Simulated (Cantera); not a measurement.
Input (Python, Cantera):

```python
import numpy as np
import cantera as ct

gas = ct.Solution("gri30.yaml")
gas.TPX = 1400, 2666, {'H2': 0.19, 'O2': 1}
inlet = ct.Reservoir(gas, clone=True)

reactor = ct.IdealGasConstPressureReactor(gas, energy="off", clone=False)
exhaust = ct.Reservoir(gas, clone=True)
tau = [18, 4.8, 1.3, 0.35, 0.095, 0.026, 0.007, 0.0019, 0.00051][0]
for a, b in ((inlet, reactor), (reactor, exhaust)):
    ct.MassFlowController(a, b, mdot=lambda t: reactor.mass / tau)
net = ct.ReactorNet([reactor])
show = ['H2', 'O2', 'OH', 'HO2', 'O']

rows = []
print(f"{'tau/s':>10s}{'T/K':>9s}" + "".join(f"{s:>11s}" for s in show))
for tau in [18, 4.8, 1.3, 0.35, 0.095, 0.026, 0.007, 0.0019, 0.00051]:
    net.initial_time = 0.0
    net.advance(30 * tau)
    before = gas.X
    net.advance(40 * tau)
    drift = np.max(np.abs(gas.X - before) / (gas.X + 1e-9))
    rows.append([gas.T, *gas[show].X, drift])
    print(f"{tau:10.3e}{gas.T:9.1f}" + "".join(f"{x:11.3e}" for x in gas[show].X))
```

Result:

```
     tau/s      T/K         H2         O2         OH        HO2          O
 1.800e+01   1400.0  4.159e-05  8.257e-01  1.088e-03  5.828e-07  3.150e-04
 4.800e+00   1400.0  1.000e-04  8.250e-01  1.700e-03  1.197e-06  7.709e-04
 1.300e+00   1400.0  2.358e-04  8.236e-01  2.631e-03  2.307e-06  1.854e-03
 3.500e-01   1400.0  5.504e-04  8.204e-01  4.053e-03  4.055e-06  4.420e-03
 9.500e-02   1400.0  1.246e-03  8.138e-01  6.141e-03  6.263e-06  1.023e-02
 2.600e-02   1400.0  2.666e-03  8.001e-01  8.972e-03  8.338e-06  2.223e-02
 7.000e-03   1400.0  5.156e-03  7.766e-01  1.219e-02  9.518e-06  4.242e-02
 1.900e-03   1400.0  8.771e-03  7.534e-01  1.479e-02  9.660e-06  6.147e-02
 5.100e-04   1400.0  1.615e-02  7.462e-01  1.703e-02  9.453e-06  6.538e-02
```

Computed with Cantera and GRI-Mech 3.0 (53 species, 325 reactions). Radical loss at walls, strong at low pressure, is not modelled. The temperature is held fixed by assumption; the heat of reaction is taken as removed at once.
